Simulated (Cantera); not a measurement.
Input: 1 mol Al2O3, 2.2 mol Cl2, equilibrated at 1848.15 K and 1800 Pa.

These are equilibrium values from Cantera (NASA tables, ideal gas, pure condensed phases), not measurements of a reactor. Candidate condensed phases: Al, AlCl3, Al2O3; 17 gas species. The tables' values for AlCl2 are old estimates; treat these amounts as uncertain. The numbers say what is thermodynamically allowed, not how fast it happens.

Base state: Cl 0.871, Cl2 0.0880, AlCl3 0.0232, O2 0.0172, ClO 0.000262, O 0.000186, AlOCl 3.34e-5, AlCl2 2.71e-5 (mole fractions); condensed: Al2O3(s).

Task: What changes in the equilibrium state with this change: 0.058 mol H2O added?

Result: 
| species | before | after |
|---|---|---|
| Cl | 0.871 | 0.848 |
| Cl2 | 0.0880 | 0.0833 |
| HCl | 0 | 0.0290 |
| AlCl3 | 0.0232 | 0.0185 |
| O2 | 0.0172 | 0.0209 |
| AlCl2 | 2.71e-5 | 2.22e-5 |
| O | 0.000186 | 0.000204 |
| AlOCl | 3.34e-5 | 3.09e-5 |
| ClO | 0.000262 | 0.000280 |
| Al2O3(s), mol | 0.954 | 0.963 |
Further candidate phases: H2O.

Task: What changes in the equilibrium state with this change: Al2O3 replaced by TiO2?

Result: 
| species | before | after |
|---|---|---|
| Cl | 0.871 | 0.890 |
| Cl2 | 0.0880 | 0.0918 |
| O2 | 0.0172 | 0.00876 |
| AlCl3 | 0.0232 | 0 |
| TiCl4 | 0 | 0.00808 |
| TiOCl2 | 0 | 0.000829 |
| TiCl3 | 0 | 0.000427 |
| Al2O3(s), mol | 0.954 | 0 |
| TiO2(rutile), mol | 0 | 0.963 |
Further candidate phases: Ti, TiCl2, TiCl3, TiCl4, TiO, TiO2, Ti2O3, Ti3O5, Ti4O7.
